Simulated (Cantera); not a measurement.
A Cantera script and what it prints.

```python
import numpy as np
import cantera as ct

gas_names = """
    H HNO HNO2 HNO3 HO2 H2 H2O H2O2 H2S H2SO4 N NH NH2 NH3 NH2OH NO NO2 NO3 N2 N2H2 N2H4 N2O O OH O2 O3
    S SH SN SO SO2 SO3 S2 S2O S8
""".split()
cond_names = """
    H2O(s) H2O(L) H2SO4(L) S(cr1) S(cr2) S(L)
""".split()


# ... load() reads the species with a 1 bar reference pressure and builds the phases ...
atoms = {
    'S': {'S': 1},
    'H2': {'H': 2},
    'N2': {'N': 2},
    'SO2': {'S': 1, 'O': 2},
}
top_T = {}  # K; cautious upper limits of use, not melting points


# ... equilibrate(T, P, feed) seeds the gas with the atoms and calls Mixture.equilibrate('TP', solver="vcs", rtol=1e-11, max_steps=5000) ...
results = []
feed = {'S': 1, 'H2': 0.54, 'N2': 0.81, 'SO2': 0.042}  # mol
T = 1050  # K
P = 17000  # Pa
mix = equilibrate(T, P, feed)
results.append((T, P, feed, dict(zip(mix.species_names, mix.species_moles))))
print(gas.report(threshold=0.001))
for i in range(1, mix.n_phases):
    print(f"{mix.phase(i).name:16s} {mix.phase_moles(i):12.5e} mol")
```

It prints:

```
       temperature   1050 K
          pressure   17000 Pa
           density   0.068758 kg/m^3
  mean mol. weight   35.31 kg/kmol
   phase of matter   gas

                          1 kg             1 kmol
                     ---------------   ---------------
          enthalpy        9.1188e+05        3.2198e+07  J
   internal energy        6.6463e+05        2.3468e+07  J
           entropy            7600.1        2.6836e+05  J/K
    Gibbs function       -7.0682e+06       -2.4958e+08  J
 heat capacity c_p            1067.1             37679  J/K
 heat capacity c_v            831.63             29365  J/K

                      mass frac. Y      mole frac. X     chem. pot. / RT
                     ---------------   ---------------   ---------------
                H2         0.0010215          0.017892           -23.424
               H2O          0.025623          0.050222           -57.482
               H2S           0.24862           0.25762           -32.658
                N2           0.38768           0.48865           -27.477
                S2            0.3364           0.18525           -18.468
     [  +30 minor]         0.0006574        0.00036511

S(L)              0.00000e+00 mol
```

Equilibrium computed with Cantera from the NASA thermochemical tables; the gas is ideal and each condensed phase is pure. Gases not in the tables: S3 to S7.
